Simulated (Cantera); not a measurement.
Thermodynamics of chlorosilane synthesis and conversion, feed SiCl4 + HCl + H2 + Cl2

Charge: 1 mol SiCl4, 0.95 mol HCl, 7.3 mol H2, 0.94 mol Cl2, at 0.690 bar.

Cantera equilibrium calculation (NASA polynomials, part measured and part estimated; ideal gas, pure solids and liquids). Candidate condensed phases: Si; 19 gas species. The tables' values for SiCl3 are old estimates; treat these amounts as uncertain. Rates play no part.

From 952 °C to 1252 °C nothing is condensed. The main Si-bearing gas is SiCl4 throughout.

```tsv
T (°C)	x H2	x HCl	x SiCl4	x SiCl2	x SiCl3
952	0.616	0.286	0.0900	0.000254	0.00170
1002	0.613	0.289	0.0866	0.000737	0.00313
1052	0.608	0.294	0.0817	0.00190	0.00534
1102	0.600	0.302	0.0749	0.00430	0.00838
1152	0.590	0.313	0.0662	0.00855	0.0120
1202	0.577	0.327	0.0558	0.0149	0.0156
1252	0.563	0.342	0.0446	0.0231	0.0186
```
x: gas mole fraction; nothing condenses.
